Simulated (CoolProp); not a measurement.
Vapour pressure (MPa) of R134a: the reference equation beside estimates from Tc = 101.1 °C, pc = 4.059 MPa, ω = 0.327.

Model: reference Helmholtz-energy equation of state, Tillner-Roth 1994, in CoolProp.

```tsv
T (°C)	reference	Redlich-Kwong	Soave-Redlich-Kwong
-28.65	0.08993	0.1928	0.08923
-18.75	0.1401	0.2760	0.1395
-8.85	0.2099	0.3826	0.2099
1.05	0.3041	0.5160	0.3052
10.95	0.4279	0.6796	0.4309
20.85	0.5869	0.8765	0.5926
30.75	0.7869	1.110	0.7965
40.65	1.034	1.382	1.049
50.55	1.336	1.697	1.357
60.45	1.700	2.057	1.727
70.35	2.133	2.465	2.168
80.25	2.647	2.923	2.685
90.15	3.254	3.433	3.287
```

Absolute difference from the reference over all 13 rows, mean and median: Redlich-Kwong 48.1 and 41.1 %, Soave-Redlich-Kwong 1.0 and 1.0 %.
